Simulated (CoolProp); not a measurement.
Vapour-liquid equilibrium of carbon dioxide (1) + CH2F2 (R32) (2) at 14.1 bar; x and y are mole fractions of (1).

The numbers come from the multi-fluid Helmholtz-energy mixture model, Span 1996 and Tillner-Roth 1997; pair parameters Bell 2016 in CoolProp.

```json
[
 {"x": "0.05", "bubble temperature (K)": "287.2", "y at the bubble point": "0.136", "dew temperature at overall composition x (K)": "290.0", "liquid density (mol/L)": "19.34"},
 {"x": "0.2", "bubble temperature (K)": "275.6", "y at the bubble point": "0.450", "dew temperature at overall composition x (K)": "285.0", "liquid density (mol/L)": "20.31"},
 {"x": "0.35", "bubble temperature (K)": "266.4", "y at the bubble point": "0.652", "dew temperature at overall composition x (K)": "279.6", "liquid density (mol/L)": "21.17"},
 {"x": "0.5", "bubble temperature (K)": "259.0", "y at the bubble point": "0.781", "dew temperature at overall composition x (K)": "273.5", "liquid density (mol/L)": "21.96"},
 {"x": "0.65", "bubble temperature (K)": "253.2", "y at the bubble point": "0.869", "dew temperature at overall composition x (K)": "266.4", "liquid density (mol/L)": "22.71"},
 {"x": "0.8", "bubble temperature (K)": "248.3", "y at the bubble point": "0.934", "dew temperature at overall composition x (K)": "257.9", "liquid density (mol/L)": "23.45"},
 {"x": "0.95", "bubble temperature (K)": "244.1", "y at the bubble point": "0.985", "dew temperature at overall composition x (K)": "247.0", "liquid density (mol/L)": "24.21"}
]
```

No azeotrope shows between x = 0.05 and 0.95.

The pair parameters rest on a limited set of measurements; away from them the model extrapolates.
